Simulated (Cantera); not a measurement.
A Cantera script and what it prints.

```python
import numpy as np
import cantera as ct

gas_names = """
    CL CL2 H HCL H2 Si SiCL SiCL2 SiCL3 SiCL4 SiH SiHCL3 SiH2 SiH2CL2 SiH3 SiH3CL SiH4 Si2 Si3
""".split()
cond_names = """
    Si(cr) Si(L)
""".split()


# ... load() reads the species with a 1 bar reference pressure and builds the phases ...
atoms = {
    'SiCl4': {'Si': 1, 'CL': 4},
    'HCl': {'H': 1, 'CL': 1},
    'H2': {'H': 2},
}
top_T = {}  # K; cautious upper limits of use, not melting points


# ... equilibrate(T, P, feed) seeds the gas with the atoms and calls Mixture.equilibrate('TP', solver="vcs", rtol=1e-11, max_steps=5000) ...
results = []
feed = {'SiCl4': 1, 'HCl': 0.62, 'H2': 950}  # mol
P = 100000  # Pa
for T in [2148, 2198, 2248, 2298, 2348, 2398, 2448]:
    mix = equilibrate(T, P, feed)
    results.append((T, P, feed, dict(zip(mix.species_names, mix.species_moles))))
    x = sorted(zip(gas.X, gas.species_names), reverse=True)
    print(f"T = {T:g} K  P = {P:g} Pa  gas = {mix.phase_moles(0):.4g} mol")
    print("   x: " + "  ".join(f"{s} {v:.3e}" for v, s in x if v > 0.001))
    print("   condensed (mol): " + ("  ".join(f"{mix.phase(i).name} {mix.phase_moles(i):.4g}"
          for i in range(1, mix.n_phases) if mix.phase_moles(i) > 1e-12) or "none"))
```

It prints:

```
T = 2148 K  P = 100000 Pa  gas = 954.9 mol
   x: H2 9.905e-01  HCL 4.716e-03  H 4.148e-03
   condensed (mol): Si(L) 0.399
T = 2198 K  P = 100000 Pa  gas = 955.7 mol
   x: H2 9.888e-01  H 5.538e-03  HCL 4.707e-03
   condensed (mol): Si(L) 0.1445
T = 2248 K  P = 100000 Pa  gas = 956.7 mol
   x: H2 9.869e-01  H 7.298e-03  HCL 4.712e-03
   condensed (mol): none
T = 2298 K  P = 100000 Pa  gas = 957.8 mol
   x: H2 9.847e-01  H 9.504e-03  HCL 4.723e-03
   condensed (mol): none
T = 2348 K  P = 100000 Pa  gas = 959.2 mol
   x: H2 9.820e-01  H 1.224e-02  HCL 4.724e-03
   condensed (mol): none
T = 2398 K  P = 100000 Pa  gas = 960.8 mol
   x: H2 9.786e-01  H 1.559e-02  HCL 4.716e-03
   condensed (mol): none
T = 2448 K  P = 100000 Pa  gas = 962.8 mol
   x: H2 9.745e-01  H 1.965e-02  HCL 4.701e-03
   condensed (mol): none
```

These are equilibrium values from Cantera (NASA tables, ideal gas, pure condensed phases), not measurements of a reactor. The tables' values for SiCl are old estimates; treat these amounts as uncertain. Gases not in the tables: Si2H6 and higher silanes.
